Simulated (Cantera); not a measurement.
A perfectly stirred reactor is fed with CO : O2 : H2O : N2 = 0.012 : 0.0043 : 0.00031 : 1 (molar parts), at 0.967 atm; it is held at 1275 K, and followed from long to short residence time.

Computed with Cantera and GRI-Mech 3.0 (53 species, 325 reactions).

Q: What does this change do: O2 0.0043 to 0.012 parts?

A: 
| quantity | before | after |
|---|---|---|
| x(CO) at τ = 0.380 s | 0.00357 | 0.000927 |
| x(O2) at τ = 0.380 s | 0.000133 | 0.00631 |
| x(H2O) at τ = 0.380 s | 0.000202 | 0.000292 |
| x(H2) at τ = 0.380 s | 3.50e-5 | 2.67e-6 |
| x(H2O2) at τ = 0.380 s | 1.23e-9 | 4.44e-9 |
| x(CO) at τ = 19.0 ms | 0.00658 | 0.00520 |
| x(O2) at τ = 19.0 ms | 0.00150 | 0.00830 |
| x(H2O) at τ = 19.0 ms | 0.000191 | 0.000258 |
| x(H2) at τ = 19.0 ms | 1.81e-5 | 8.43e-6 |
| x(H2O2) at τ = 19.0 ms | 3.53e-9 | 9.32e-9 |
